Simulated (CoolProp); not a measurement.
A single-stage vapour-compression cycle with the fluid: evaporating at 322.15 K (dew point), condensing at 354.15 K (bubble point), superheat 2 K, subcooling 2 K, compressor efficiency 0.8, no pressure losses. The same conditions are run with several fluids, on thermodynamics alone (safety and materials aside).

Computed with CoolProp (reference Helmholtz-energy equation of state of each fluid (cyclopropane: Polt 1992; R1336mzz(E): Akasaka 2023; isohexane: Lemmon 2006; R21: Platzer 1990; dimethyl carbonate: Zhou 2011; fluoroethane (R161): Wu 2012)). The equations of Platzer and Polt are older, rougher fits.

| fluid | cooling COP | pressure ratio | discharge temperature (K) | refrigerating effect (kJ/kg) | volumetric capacity (kJ/m³) |
|---|---|---|---|---|---|
| cyclopropane | 6.55 | 1.96 | 366.3 | 288 | 7300 |
| R1336mzz(E) | 6.38 | 2.33 | 354.1 | 92.4 | 2710 |
| isohexane | 7.04 | 2.69 | 354.2 | 262 | 607 |
| R21 | 7.20 | 2.28 | 372.0 | 183 | 2960 |
| dimethyl carbonate | 7.45 | 3.37 | 361.5 | 349 | 262 |
| fluoroethane (R161) | 6.00 | 1.98 | 368.8 | 217 | 8660 |

The compression ends wet for: R1336mzz(E); isohexane.
